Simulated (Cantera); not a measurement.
A perfectly stirred reactor is fed with CH₄ : CO : O₂ : N₂ = 1 : 0.11 : 3.81 : 14.3 (molar parts), equivalence ratio 0.54, at 1.00 bar; it is adiabatic with a 800 K inlet, and is followed from long to short residence time, starting on the burning branch (τ in s: 0.11, 0.04, 0.014, 0.005, 0.0018, 0.00063, 0.00022, 7.9e-05, 2.8e-05).

Computed with Cantera and GRI-Mech 3.0 (53 species, 325 reactions).

**Question.** What does this change do: pressure from 1.00 bar to 0.760 bar?

**Answer.** 
| quantity | before | after |
|---|---|---|
| blow-out, bracketed by the residence times tried | burning at 79.0 µs, out at 28.0 µs | burning at 79.0 µs, out at 28.0 µs |
| x(CH₄) at τ = 0.110 s | 4.61e-6 | 5.16e-6 |
| x(CO) at τ = 0.110 s | 0.000408 | 0.000517 |
| x(O₂) at τ = 0.110 s | 0.0911 | 0.0911 |
| x(H₂) at τ = 0.110 s | 0.000133 | 0.000172 |
| x(CO₂) at τ = 0.110 s | 0.0575 | 0.0573 |
| x(CH₄) at τ = 1.80 ms | 7.39e-5 | 8.08e-5 |
| x(CO) at τ = 1.80 ms | 0.00442 | 0.00540 |
| x(O₂) at τ = 1.80 ms | 0.0918 | 0.0920 |
| x(H₂) at τ = 1.80 ms | 0.00122 | 0.00160 |
| x(CO₂) at τ = 1.80 ms | 0.0531 | 0.0520 |
